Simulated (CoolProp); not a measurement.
The fluid at 293.15 K and 7.13 MPa (supercritical) is heated at constant pressure to 423.8 K. The same conditions are run with several fluids, on thermodynamics alone (safety and materials aside).

Computed with CoolProp (reference Helmholtz-energy equation of state of each fluid (oxygen: Schmidt 1985; ethylene: Smukala 2000; dry air: Lemmon 2000; carbon monoxide: Lemmon 2006; nitrogen: Span 2000)). Blends and air are pseudo-pure fits.

```csv
fluid,heat (kJ/kg),final density (kg/m³)
oxygen,132,64.3
ethylene,?,64.3
dry air,?,?
carbon monoxide,?,55.3
nitrogen,?,55.2
```

### Question
Fill in the missing entries.

### Answer

- ethylene, heat (kJ/kg): 441
- dry air, heat (kJ/kg): 142
- dry air, final density (kg/m³): 57.4
- carbon monoxide, heat (kJ/kg): 148
- nitrogen, heat (kJ/kg): 146

Above 300 K oxygen's equation is extrapolated.
